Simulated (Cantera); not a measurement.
**Ignition delay**

Mixture: CH₄ : H₂ : O₂ : N₂ = 1 : 0.092 : 1.14 : 4.27 (molar parts), at 0.987 atm, adiabatic and at constant pressure. Ignition delay is the time to a rise of 400 K.

Cantera simulation using GRI-Mech 3.0 (53 species, 325 reactions); the numbers are that mechanism's predictions, not measurements.

```tsv
T0 (K)	delay (ms)
1125	60.3
1200	25.1
1275	10.5
1350	4.54
1425	2.05
1500	0.981
1575	0.504
1650	0.278
```

```
Quantity                                                Result
--------------------------------------------------  ----------
apparent activation energy between 1500 and 1650 K  170 kJ/mol
```
